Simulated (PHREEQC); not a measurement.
Consider water at 25 °C with 0.11 mol Pb(NO3)2, 0.00011 mol HBF4 and 0.67 mol Cu(NO3)2 per kg of water. Closed to the air; pH follows from the charge balance.

Model: ion-association model, wateq4f.dat, run in PHREEQC.

- pH: 3.51
- ionic strength: 2.14 mol/kgw
- activity of water: 0.962
- total alkalinity: -0.440 meq/kg

```
species     molality  activity   log γ
----------  --------  --------  ------
NO3-            1.46     0.722  -0.305
Cu+2           0.670     0.114  -0.768
PbNO3+         0.102     0.108   0.024
Pb+2         0.00809    0.0101   0.096
H+          0.000427  0.000309  -0.140
CuF+        0.000200  0.000212   0.024
F-          0.000193  0.000102  -0.278
H3BO3       0.000110  0.000180   0.214
HF           2.89e-5   4.73e-5   0.214
PbF+         1.73e-5   1.83e-5   0.024
CuOH+        6.39e-6   3.55e-6  -0.255
Cu2(OH)2+2   4.42e-6   5.52e-6   0.096
PbOH+        5.79e-7   6.12e-7   0.024
```

This is a speciation only: nothing precipitates in the calculation. Ionic strength above about 0.7 mol/kgw puts this run outside the model's range. Complexes and solids missing from the database can't appear. Real BF4- forms and hydrolyses slowly; the run takes it at equilibrium.
